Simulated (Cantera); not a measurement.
# Nb + O2 + H2 (tantalum, niobium, vanadium and zirconium in process gases)

Feed: 1 mol Nb, 0.21 mol O2, 3.3 mol H2, equilibrated at 1.50 Pa.

These are equilibrium values from Cantera (NASA tables, ideal gas, pure condensed phases), not measurements of a reactor. Candidate condensed phases: H2O, Nb, NbO, NbO2, Nb2O5; 12 gas species. Mutual solubility and eutectic melting of coexisting phases are not modelled. NbO: taken at fixed stoichiometry. Condensed phases not in the tables: N, O or C dissolved in the metal. Equilibrium is a limit: real reactors are often held back by kinetics, nucleation or transport.

From 1948 K to 1998 K the condensed part is Nb(s) + NbO(s). From 2048 K to 2398 K the condensed part is Nb(s). The main Nb-bearing gas is NbO2 at 1948 K and NbO at 2398 K. The share of Nb in condensed phases is highest at 1948 K (93.4 %) and lowest at 2398 K (60.0 %).

```csv
T (K),x H,x H2,x NbO,x NbO2,x H2O,n Nb(s),n NbO(s)
1948,0.250,0.732,0.00405,0.0132,0.000856,0.634,0.299
1998,0.328,0.627,0.0101,0.0336,0.000936,0.724,0.0940
2048,0.419,0.525,0.0165,0.0382,0.000677,0.755,0
2098,0.519,0.426,0.0226,0.0321,0.000412,0.737,0
2148,0.616,0.328,0.0296,0.0255,0.000233,0.714,0
2198,0.704,0.240,0.0369,0.0191,0.000123,0.688,0
2248,0.776,0.167,0.0437,0.0133,6.02e-5,0.660,0
2298,0.829,0.112,0.0494,0.00873,2.78e-5,0.635,0
2348,0.867,0.0739,0.0535,0.00542,1.23e-5,0.615,0
2398,0.892,0.0481,0.0561,0.00324,5.31e-6,0.600,0
```
x: gas mole fraction; n: condensed amount in mol.
